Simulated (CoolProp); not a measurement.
Saturation properties of nitrogen.

Computed with CoolProp (reference Helmholtz-energy equation of state, Span 2000).

```json
[
 {"T (°C)": "-203.35", "p (MPa)": "0.03743", "surface tension (mN/m)": "10.6", "vapour viscosity (µPa s)": "4.87", "liquid conductivity (mW/(m K))": "160"},
 {"T (°C)": "-197.55", "p (MPa)": "0.08196", "surface tension (mN/m)": "9.28", "vapour viscosity (µPa s)": "5.31", "liquid conductivity (mW/(m K))": "148"},
 {"T (°C)": "-191.65", "p (MPa)": "0.1608", "surface tension (mN/m)": "7.95", "vapour viscosity (µPa s)": "5.77", "liquid conductivity (mW/(m K))": "137"},
 {"T (°C)": "-185.85", "p (MPa)": "0.2840", "surface tension (mN/m)": "6.69", "vapour viscosity (µPa s)": "6.25", "liquid conductivity (mW/(m K))": "125"},
 {"T (°C)": "-180.05", "p (MPa)": "0.4658", "surface tension (mN/m)": "5.47", "vapour viscosity (µPa s)": "6.76", "liquid conductivity (mW/(m K))": "114"},
 {"T (°C)": "-174.25", "p (MPa)": "0.7205", "surface tension (mN/m)": "4.30", "vapour viscosity (µPa s)": "7.32", "liquid conductivity (mW/(m K))": "102"},
 {"T (°C)": "-168.35", "p (MPa)": "1.070", "surface tension (mN/m)": "3.17", "vapour viscosity (µPa s)": "7.96", "liquid conductivity (mW/(m K))": "90.7"},
 {"T (°C)": "-162.55", "p (MPa)": "1.517", "surface tension (mN/m)": "2.14", "vapour viscosity (µPa s)": "8.71", "liquid conductivity (mW/(m K))": "79.3"},
 {"T (°C)": "-156.75", "p (MPa)": "2.087", "surface tension (mN/m)": "1.20", "vapour viscosity (µPa s)": "9.72", "liquid conductivity (mW/(m K))": "67.9"},
 {"T (°C)": "-150.85", "p (MPa)": "2.814", "surface tension (mN/m)": "0.380", "vapour viscosity (µPa s)": "11.5", "liquid conductivity (mW/(m K))": "57.1"}
]
```

It boils at -195.8 °C under 1 atm.

Viscosity comes from a separate model (Lemmon 2004). Thermal conductivity comes from a separate model (Lemmon 2004). Surface tension comes from a separate correlation (Mulero 2012).
